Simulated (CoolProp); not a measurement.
Vapour-liquid equilibrium of ethanol (1) + p-xylene (2) at 1.09 MPa; x and y are mole fractions of (1).

Computed with CoolProp (multi-fluid Helmholtz-energy mixture model, Schroeder 2014 and Zhou 2012; pair parameters Bell 2016).

**Question.** Give the bubble temperature and the first vapour's composition at x = 0.425, 0.65, 0.875. Is there an azeotrope?

**Answer.** x = 0.425: 444.8 K, y = 0.804; x = 0.65: 437.5 K, y = 0.865; x = 0.875: 430.8 K, y = 0.946. No azeotrope shows between x = 0.05 and 0.95.

The pair parameters rest on a limited set of measurements; away from them the model extrapolates. With so large a gap from Raoult's law the liquid may split in two, which this calculation doesn't test in full.
